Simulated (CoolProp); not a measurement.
Properties of decamethylcyclopentasiloxane (D5) along the isobar 0.928 MPa (Tc = 345.1 °C, pc = 1.078 MPa, ω = 0.631).

Values from CoolProp's reference Helmholtz-energy equation of state, Thol 2019.

```tsv
T (°C)	phase	cp (kJ/(kg K))	cv (kJ/(kg K))
155.55	liquid	1.894	(withheld)
179.45	liquid	(withheld)	1.706
203.35	liquid	1.979	1.748
227.25	liquid	2.024	1.790
251.15	liquid	2.074	1.831
275.15	liquid	2.134	(withheld)
299.05	liquid	2.218	1.913
322.95	liquid	2.410	1.956
346.85	gas	(withheld)	(withheld)
```

Task: Fill in the missing entries.

Result: 
- 155.55, cv (kJ/(kg K)): 1.662
- 179.45, cp (kJ/(kg K)): 1.936
- 275.15, cv (kJ/(kg K)): 1.872
- 346.85, cp (kJ/(kg K)): 2.283
- 346.85, cv (kJ/(kg K)): 1.978
